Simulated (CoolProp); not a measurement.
Sulfur dioxide at 293.15 K and 16.7 MPa is throttled through a valve to 10.4 MPa with no heat exchange. Each further row changes one setting.

Model: reference Helmholtz-energy equation of state, Gao 2016, in CoolProp.

```
case                      temperature change (K)  final density (kg/m³)
------------------------  ----------------------  ---------------------
as stated                                    ___                   1400
outlet pressure 3.12 MPa                    +3.2                    ___
outlet pressure 13.5 MPa                     ___                   1400
```

Q: Fill in the missing entries.

A: 
- as stated, temperature change (K): +1.5
- outlet pressure 3.12 MPa, final density (kg/m³): 1380
- outlet pressure 13.5 MPa, temperature change (K): +0.8
